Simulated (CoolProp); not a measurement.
Hexamethyldisiloxane (MM) along the isobar 9.16 MPa: Z from the reference equation and from simpler models built on Tc = 518.7 K, pc = 1.931 MPa, ω = 0.418; each cubic takes its own stable root.

Computed with CoolProp (reference Helmholtz-energy equation of state, Thol 2016).

```csv
T (K),phase,reference
289.3,liquid,0.7913
304.2,liquid,0.7666
319.2,liquid,0.7446
334.1,liquid,0.7254
349,liquid,0.7085
363.9,liquid,0.6936
378.8,liquid,0.6808
393.8,liquid,0.6696
408.7,liquid,0.6603
423.6,liquid,0.6526
438.5,liquid,0.6465
453.4,liquid,0.6420
468.4,liquid,0.6391
483.3,liquid,0.6378
498.2,liquid,0.6382
```

**Question.** How far does each simpler model (van der Waals, Redlich-Kwong, Soave-Redlich-Kwong, Peng-Robinson) lie from the reference over these 15 states: mean and median of the absolute difference, and the worst?

**Answer.** 
- van der Waals: mean 49.7 %, median 50.4 %, worst +59.4 % at 289.3 K and 9.16 MPa
- Redlich-Kwong: mean 8.6 %, median 8.6 %, worst +10.7 % at 289.3 K and 9.16 MPa
- Soave-Redlich-Kwong: mean 5.2 %, median 4.8 %, worst +7.3 % at 289.3 K and 9.16 MPa
- Peng-Robinson: mean 6.2 %, median 6.5 %, worst -7.0 % at 423.6 K and 9.16 MPa
